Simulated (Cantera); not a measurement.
## Equilibrium for aluminium nitride and oxide growth: Al(CH3)3 + NH3 + N2

Input: 1 mol Al(CH3)3, 0.82 mol NH3, 1.2 mol N2, held at 0.300 Torr.

These are equilibrium values from Cantera (NASA tables, ideal gas, pure condensed phases), not measurements of a reactor. Candidate condensed phases: Al, AlN, C, C6H6, C7H8, C8H18; 97 gas species. The feed counts by its element totals alone. The numbers say what is thermodynamically allowed, not how fast it happens.

From 1250 °C to 1525 °C the condensed part is AlN(s) + C(graphite). From 1550 °C to 1575 °C the condensed part is C(graphite). The main Al-bearing gas is Al throughout.

```tsv
T (°C)	log p H2	log p N2	log p Al	log p H	log p HCN	log p AlH	log p C2H2 (acetylene)	log p HNC	n AlN(s)	n C(graphite)
1250	-3.48	-4.19	-7.78	-6.37	-6.74	-9.47	-8.40	-8.48	1.000	3.00
1275	-3.48	-4.19	-7.43	-6.25	-6.67	-9.16	-8.28	-8.37	0.999	3.00
1300	-3.48	-4.19	-7.09	-6.13	-6.60	-8.86	-8.16	-8.27	0.999	3.00
1325	-3.48	-4.19	-6.76	-6.01	-6.53	-8.57	-8.05	-8.17	0.997	2.99
1350	-3.48	-4.19	-6.44	-5.90	-6.46	-8.28	-7.94	-8.07	0.994	2.99
1375	-3.48	-4.19	-6.13	-5.79	-6.40	-8.01	-7.83	-7.98	0.987	2.99
1400	-3.48	-4.19	-5.82	-5.68	-6.34	-7.75	-7.72	-7.89	0.974	2.99
1425	-3.48	-4.19	-5.53	-5.58	-6.28	-7.49	-7.63	-7.80	0.949	2.99
1450	-3.49	-4.18	-5.25	-5.48	-6.22	-7.24	-7.53	-7.72	0.901	2.99
1475	-3.50	-4.17	-4.98	-5.39	-6.16	-7.01	-7.45	-7.63	0.812	2.99
1500	-3.51	-4.16	-4.72	-5.30	-6.11	-6.79	-7.37	-7.56	0.645	2.98
1525	-3.54	-4.14	-4.47	-5.22	-6.06	-6.58	-7.31	-7.48	0.330	2.98
1550	-3.57	-4.12	-4.33	-5.15	-6.01	-6.48	-7.25	-7.41	0	2.98
1575	-3.57	-4.12	-4.33	-5.06	-5.96	-6.51	-7.16	-7.34	0	2.97
```
log p: log10 of the partial pressure in bar; n: condensed amount in mol.
